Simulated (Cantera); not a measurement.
Input: 1 mol AlN, 0.012 mol N2, held at 1 atm.

Cantera equilibrium calculation (NASA polynomials, part measured and part estimated; ideal gas, pure solids and liquids). Candidate condensed phases: Al, AlN; 5 gas species. Equilibrium is a limit: real reactors are often held back by kinetics, nucleation or transport.

### Question
What share of the Al ends up in condensed phases as a function of T (K), at 2398, 2498, 2598, 2698, 2798, 2898, 2998?

### Answer
```json
[
 {"T (K)": "2398", "Al condensed (%)": "100.0", "as": "AlN(s)"},
 {"T (K)": "2498", "Al condensed (%)": "100.0", "as": "AlN(s)"},
 {"T (K)": "2598", "Al condensed (%)": "99.8", "as": "AlN(s)"},
 {"T (K)": "2698", "Al condensed (%)": "97.8", "as": "AlN(s)"},
 {"T (K)": "2798", "Al condensed (%)": "0.0", "as": "-"},
 {"T (K)": "2898", "Al condensed (%)": "0.0", "as": "-"},
 {"T (K)": "2998", "Al condensed (%)": "0.0", "as": "-"}
]
```
